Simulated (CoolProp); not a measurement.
The numbers come from the reference Helmholtz-energy equation of state, Thol 2015 in CoolProp.

Question: Give the vapour pressure (bar), liquid density (kg/m³), vapour density (kg/m³) of saturated 1,2-dichloroethane at 105.25, 146.85 °C.

Answer: 
```json
[
 {"T (°C)": "105.25", "p (bar)": "1.92", "liquid density (kg/m³)": "1120", "vapour density (kg/m³)": "6.33"},
 {"T (°C)": "146.85", "p (bar)": "5.26", "liquid density (kg/m³)": "1050", "vapour density (kg/m³)": "16.5"}
]
```
